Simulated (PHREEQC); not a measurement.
**Nickel, zinc or cadmium bath: speciation**

Make-up at 25 °C: 140 mmol/kgw ZnCl2, 2.3 mmol/kgw H2SO4 and 4 mmol/kgw NaOH. Closed to the air; pH follows from the charge balance.

All values are PHREEQC results (ion-association model, phreeqc.dat), not measurements.

```json
{
  "pH": "3.34",
  "ionic_strength": "0.375 mol/kgw",
  "activity_of_water": "0.993",
  "density": "1.014 g/cm³",
  "total_alkalinity": "-0.600 meq/kg"
}
```

```tsv
species	molality	activity	log γ
Cl-	0.254	0.170	-0.174
Zn+2	0.117	0.0278	-0.623
ZnCl+	0.0190	0.0127	-0.173
Na+	0.00400	0.00289	-0.141
ZnCl2	0.00209	0.00227	0.038
ZnSO4	0.00131	0.00143	0.038
SO4-2	0.000952	0.000219	-0.638
ZnCl3-	0.000647	0.000434	-0.173
H+	0.000587	0.000455	-0.111
ZnCl4-2	0.000156	3.71e-5	-0.623
HSO4-	1.33e-5	9.69e-6	-0.136
Zn(SO4)2-2	8.95e-6	2.55e-6	-0.545
```

Precipitation was switched off in this run.
